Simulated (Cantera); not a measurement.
Cantera with NASA thermochemical tables; ideal gases at 1 bar, condensed phases pure. Values are per mole of reaction as written; species without (g) are pure solids or liquids, kept so even where they would boil at 1 bar.

MgI₂ = Mg(g) + I₂

| T (K) | ΔH° (kJ) | ΔS° (J/K) | ΔG° (kJ) | log10 K |
|---|---|---|---|---|
| 423 | 530.7 | 178.0 | 455.4 | -56.23 |
| 448 | (withheld) | (withheld) | (withheld) | (withheld) |
| 473 | 531.7 | 180.3 | 446.4 | -49.30 |
| 498 | 532.2 | 181.3 | 441.9 | -46.35 |
| 523 | 532.7 | 182.2 | 437.4 | -43.68 |
| 548 | (withheld) | (withheld) | (withheld) | (withheld) |
| 573 | 533.6 | 183.9 | 428.2 | -39.03 |

Problem. Complete the blanks.

Solution. 
- 448, ΔH° (kJ): 531.2
- 448, ΔS° (J/K): 179.2
- 448, ΔG° (kJ): 450.9
- 448, log10 K: -52.57
- 548, ΔH° (kJ): 533.1
- 548, ΔS° (J/K): 183.1
- 548, ΔG° (kJ): 432.8
- 548, log10 K: -41.25
